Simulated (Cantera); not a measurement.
Input (Python, Cantera) and output of one run.

```python
import numpy as np
import cantera as ct

gas_names = """
    CL CL2 H HCL H2 Si SiCL SiCL2 SiCL3 SiCL4 SiH SiHCL3 SiH2 SiH2CL2 SiH3 SiH3CL SiH4 Si2 Si3
""".split()
cond_names = """
    Si(cr) Si(L)
""".split()


# ... load() reads the species with a 1 bar reference pressure and builds the phases ...
atoms = {
    'Si': {'Si': 1},
    'H2': {'H': 2},
    'HCl': {'H': 1, 'CL': 1},
}
top_T = {}  # K; cautious upper limits of use, not melting points


# ... equilibrate(T, P, feed) seeds the gas with the atoms and calls Mixture.equilibrate('TP', solver="vcs", rtol=1e-11, max_steps=5000) ...
results = []
feed = {'Si': 1, 'H2': 1.5, 'HCl': 1.6}  # mol
P = 101325  # Pa
for T in [700, 750, 800, 850, 900, 950, 1000, 1050, 1100, 1150, 1200]:
    mix = equilibrate(T, P, feed)
    results.append((T, P, feed, dict(zip(mix.species_names, mix.species_moles))))

top = {s: max(r[3][s] / sum(r[3][g] for g in gas_names) for r in results) for s in gas_names}
cols = sorted((s for s in top if top[s] > 0.0001), key=lambda s: -top[s])[:7]
seen = [c for c in cond_names if any(r[3].get(c, 0) > 1e-12 for r in results)]
print("log10 of partial pressures in bar; condensed amounts in mol")
print(f"{'T/K':>10s}" + "".join(f"{s[:9]:>10s}" for s in cols + seen))
for T, P, feed, n in results:
    ng = sum(n[g] for g in gas_names)
    print(f"{T:10.4g}" + "".join(f"{np.log10(max(n[s] / ng * P / 1e5, 1e-99)):10.3f}" for s in cols)
          + "".join(f"{n.get(c, 0):10.4g}" for c in seen))
```

Output:

```
log10 of partial pressures in bar; condensed amounts in mol
       T/K        H2     SiCL4    SiHCL3       HCL     SiCL3     SiCL2   SiH2CL2    Si(cr)
       700    -0.074    -0.982    -1.203    -3.542    -5.328    -7.156    -2.606    0.5559
       750    -0.074    -0.979    -1.212    -3.185    -4.802    -6.359    -2.579    0.5567
       800    -0.074    -0.976    -1.220    -2.874    -4.343    -5.663    -2.557    0.5577
       850    -0.074    -0.975    -1.229    -2.601    -3.939    -5.051    -2.538    0.5589
       900    -0.075    -0.974    -1.237    -2.359    -3.581    -4.509    -2.523    0.5606
       950    -0.076    -0.975    -1.247    -2.143    -3.262    -4.026    -2.512    0.5629
      1000    -0.077    -0.978    -1.257    -1.950    -2.978    -3.593    -2.503    0.5657
      1050    -0.079    -0.984    -1.269    -1.778    -2.723    -3.205    -2.498    0.5692
      1100    -0.082    -0.993    -1.284    -1.623    -2.496    -2.854    -2.496    0.5731
      1150    -0.086    -1.008    -1.303    -1.483    -2.293    -2.539    -2.499    0.5772
      1200    -0.090    -1.030    -1.327    -1.359    -2.113    -2.254    -2.507    0.5809
```

Method: chemical equilibrium by Gibbs-energy minimisation in Cantera with the NASA 1993 tables (ideal gas, pure condensed phases). The tables' values for SiCl3 are old estimates; treat these amounts as uncertain.
